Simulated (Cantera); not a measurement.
A closed system holds: 1 mol SiCl₄, 2.2 mol NH₃, at 1075 K and 1.00 Torr.

Method: chemical equilibrium by Gibbs-energy minimisation in Cantera with the NASA 1993 tables (ideal gas, pure condensed phases). Candidate condensed phases: NH₄Cl, Si, Si₃N₄; 28 gas species. The tables' values for SiCl₃ are old estimates; treat these amounts as uncertain. Equilibrium is a limit: real reactors are often held back by kinetics, nucleation or transport.

Base state: HCl 0.491, H₂ 0.340, N₂ 0.114, SiCl₄ 0.0536, SiCl₃ 0.000924, SiHCl₃ 0.000462, SiCl₂ 0.000252 (mole fractions); condensed: Si₃N₄(s).

**Question.** What changes in the equilibrium state with this change: pressure from 1.00 Torr to 180 Torr?

**Answer.** 
```csv
species,before,after
H₂,0.340,0.396
HCl,0.491,0.390
N₂,0.114,0.132
SiCl₄,0.0536,0.0808
SiCl₂,0.000252,3.88e-6
SiCl₃,0.000924,0.000141
SiHCl₃,0.000462,0.00102
"Si₃N₄(s), mol",0.230,0.181
```
